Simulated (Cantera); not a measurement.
Stirred combustor or abatement burner

A perfectly stirred reactor is fed with 5.04 % CH4, 11.3 % O2, 83.6 % N2, equivalence ratio 0.89, at 0.420 bar; it is adiabatic with a 625 K inlet, and is followed from long to short residence time, starting on the burning branch (τ in s: 0.037, 0.021, 0.012, 0.0072, 0.0042, 0.0024, 0.0014, 0.00081, 0.00047, 0.00027, 0.00016, 9.3e-05).

Model: GRI-Mech 3.0 (53 species, 325 reactions), integrated in Cantera.

```json
[
 {"τ (s)": "0.037", "T (K)": "1695", "x CH4": "2.45e-5", "x O2": "0.0149", "x CO": "0.00384", "x HO2": "1.62e-6", "x NO": "3.82e-5"},
 {"τ (s)": "0.021", "T (K)": "1677", "x CH4": "3.59e-5", "x O2": "0.0157", "x CO": "0.00484", "x HO2": "2.00e-6", "x NO": "3.55e-5"},
 {"τ (s)": "0.012", "T (K)": "1656", "x CH4": "5.33e-5", "x O2": "0.0165", "x CO": "0.00598", "x HO2": "2.43e-6", "x NO": "3.16e-5"},
 {"τ (s)": "0.0072", "T (K)": "1634", "x CH4": "7.83e-5", "x O2": "0.0174", "x CO": "0.00716", "x HO2": "2.89e-6", "x NO": "2.74e-5"},
 {"τ (s)": "0.0042", "T (K)": "1607", "x CH4": "0.000121", "x O2": "0.0186", "x CO": "0.00862", "x HO2": "3.49e-6", "x NO": "2.26e-5"},
 {"τ (s)": "0.0024", "T (K)": "1576", "x CH4": "0.000199", "x O2": "0.0201", "x CO": "0.0105", "x HO2": "4.32e-6", "x NO": "1.75e-5"},
 {"τ (s)": "0.0014", "T (K)": "1542", "x CH4": "0.000344", "x O2": "0.0221", "x CO": "0.0131", "x HO2": "5.60e-6", "x NO": "1.28e-5"},
 {"τ (s)": "0.00081", "T (K)": "1499", "x CH4": "0.000687", "x O2": "0.0254", "x CO": "0.0171", "x HO2": "8.33e-6", "x NO": "8.21e-6"},
 {"τ (s)": "0.00047", "T (K)": "625", "x CH4": "0.0504", "x O2": "0.113", "x CO": "<1e-12", "x HO2": "<1e-12", "x NO": "<1e-12"},
 {"τ (s)": "0.00027", "T (K)": "625", "x CH4": "0.0504", "x O2": "0.113", "x CO": "<1e-12", "x HO2": "<1e-12", "x NO": "<1e-12"},
 {"τ (s)": "0.00016", "T (K)": "625", "x CH4": "0.0504", "x O2": "0.113", "x CO": "<1e-12", "x HO2": "<1e-12", "x NO": "<1e-12"},
 {"τ (s)": "9.3e-5", "T (K)": "625", "x CH4": "0.0504", "x O2": "0.113", "x CO": "<1e-12", "x HO2": "<1e-12", "x NO": "<1e-12"}
]
```
x: mole fraction; the columns are a selection and need not sum to one.
